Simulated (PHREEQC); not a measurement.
A solution holds 0.43 mmol/kgw PbCl2 and 4.7 mmol/kgw HBF4, at 55 °C. Closed to the air; pH follows from the charge balance.

The numbers come from PHREEQC with the ion-association model, wateq4f.dat.

This is a speciation only: nothing precipitates in the calculation.

Task: Order these B species by the share of B that they hold, largest first: BF3OH-, H3BO3, BF2(OH)2-, BF4-.

Result: BF4- (55 %), H3BO3 (36 %), BF3OH- (5.8 %), BF2(OH)2- (3.6 %)

Task: Order these Pb species by the share of Pb that they hold, largest first: Pb+2, PbCl+, PbF+.

Result: Pb+2 (95 %), PbCl+ (4.5 %), PbF+ (0.91 %)

The pH is 2.45 and the ionic strength 0.00504 mol/kgw. Species that the database lacks are ignored. Away from 25 °C the constants follow the database's enthalpies or fits; those with neither stay at their 25 °C values. Real BF4- forms and hydrolyses slowly; the run takes it at equilibrium.
